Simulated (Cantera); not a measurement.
A Cantera script and its output.

```python
import numpy as np
import cantera as ct

gas = ct.Solution("gri30.yaml")
gas.TPX = 1100, 56000, {'N2O': 0.19, 'N2': 0.16}
reactor = ct.IdealGasConstPressureReactor(gas, energy="off", clone=False)
net = ct.ReactorNet([reactor])
net.rtol, net.atol = 1e-08, 1e-18
show = ['N2O', 'NO', 'N2', 'NO2', 'O2', 'O']
times = np.geomspace(0.0004, 10, 13)

steps = ct.SolutionArray(gas, extra=["t"])
rows = []
print(f"{'t/s':>10s}{'T/K':>9s}{'P/Pa':>11s}" + "".join(f"{s:>11s}" for s in show))
for t in times:
    while net.time < t:
        t_next = net.step()
        steps.append(gas.state, t=t_next)
    rows.append([np.interp(t, steps.t, y) for y in (steps.T, steps.P, *steps(*show).X.T)])
    print(f"{t:10.3e}{rows[-1][0]:9.1f}{rows[-1][1]:11.4g}" + "".join(f"{x:11.3e}" for x in rows[-1][2:]))
rate = np.gradient(steps.T, steps.t)
print("integrator steps:", len(steps.t))
if steps.T.max() > steps.T[0] + 200:
    print(f"time of steepest temperature rise: {steps.t[rate.argmax()]:.4e} s")
gas.TPX = 1100, 56000, {'N2O': 0.19, 'N2': 0.16}
gas.equilibrate("TP")
print(f"equilibrium (TP): T = {gas.T:.1f} K  " + "  ".join(f"{s} {gas[s].X[0]:.3e}" for s in show))
```

It prints:

```
       t/s      T/K       P/Pa        N2O         NO         N2        NO2         O2          O
 4.000e-04   1100.0    5.6e+04  5.428e-01  5.783e-07  4.571e-01  7.052e-12  3.949e-06  3.207e-07
 9.302e-04   1100.0    5.6e+04  5.428e-01  1.403e-06  4.572e-01  4.150e-11  9.580e-06  3.207e-07
 2.163e-03   1100.0    5.6e+04  5.428e-01  3.320e-06  4.572e-01  2.320e-10  2.267e-05  3.207e-07
 5.030e-03   1100.0    5.6e+04  5.427e-01  7.776e-06  4.572e-01  1.258e-09  5.311e-05  3.207e-07
 1.170e-02   1100.0    5.6e+04  5.425e-01  1.813e-05  4.573e-01  6.718e-09  1.239e-04  3.207e-07
 2.720e-02   1100.0    5.6e+04  5.421e-01  4.218e-05  4.576e-01  3.485e-08  2.883e-04  3.206e-07
 6.325e-02   1100.0    5.6e+04  5.410e-01  9.791e-05  4.582e-01  1.710e-07  6.699e-04  3.205e-07
 1.471e-01   1100.0    5.6e+04  5.386e-01  2.266e-04  4.596e-01  7.497e-07  1.553e-03  3.201e-07
 3.420e-01   1100.0    5.6e+04  5.331e-01  5.220e-04  4.628e-01  2.711e-06  3.587e-03  3.191e-07
 7.953e-01   1100.0    5.6e+04  5.205e-01  1.190e-03  4.701e-01  7.797e-06  8.207e-03  3.165e-07
 1.849e+00   1100.0    5.6e+04  4.927e-01  2.653e-03  4.863e-01  1.909e-05  1.839e-02  3.106e-07
 4.300e+00   1100.0    5.6e+04  4.355e-01  5.616e-03  5.195e-01  4.203e-05  3.938e-02  2.971e-07
 1.000e+01   1100.0    5.6e+04  3.332e-01  1.071e-02  5.790e-01  8.166e-05  7.704e-02  2.674e-07
integrator steps: 701
equilibrium (TP): T = 1100.0 K  N2O 4.836e-09  NO 8.609e-05  N2 7.865e-01  NO2 1.850e-06  O2 2.134e-01  O 1.551e-09
```

Model: GRI-Mech 3.0 (53 species, 325 reactions), integrated in Cantera. GRI-Mech 3.0 was tuned for natural gas; its chemistry of N2O as a main component is partial and can be far from experiment. The mechanism lacks the step 2 NO + O2 → 2 NO2, which can matter for NO2 below about 1400 K. The temperature is held fixed by assumption; the heat of reaction is taken as removed at once.
